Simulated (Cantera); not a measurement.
Equilibrium for carbon deposition, reforming and gasification: C + CO₂ + H₂ + H₂O

A closed system holds: 1 mol C, 0.087 mol CO₂, a varied amount of H₂, 0.31 mol H₂O, at 96.0 bar.

Equilibrium computed with Cantera from the NASA thermochemical tables; the gas is ideal and each condensed phase is pure. Candidate condensed phases: C, C₆H₆, C₇H₈, C₈H₁₈, H₂O; 110 gas species. The ideal-gas law is rough above about 30 bar. Rates play no part.

Problem. Map the stable condensed phases over T = 1352, 1452, 1552, 1652, 1752, 1852, 1952, 2052, 2152, 2252, 2352, 2452, 2552 °C and n(H₂) in mol = 6, 7.6, 9.5, 12, 15, 19, 23, 29.

Solution. 
```
T in °C \ n(H₂) in mol
           6 7.6 9.5  12  15  19  23  29
   2552    A   B   B   B   B   B   B   B
   2452    A   A   B   B   B   B   B   B
   2352    A   A   A   A   B   B   B   B
   2252    A   A   A   A   A   B   B   B
   2152    A   A   A   A   A   B   B   B
   2052    A   A   A   A   A   A   B   B
   1952    A   A   A   A   A   A   B   B
   1852    A   A   A   A   A   A   B   B
   1752    A   A   A   A   A   B   B   B
   1652    A   A   A   A   B   B   B   B
   1552    A   A   A   B   B   B   B   B
   1452    A   A   B   B   B   B   B   B
   1352    A   B   B   B   B   B   B   B
```
A: C; B: gas only.
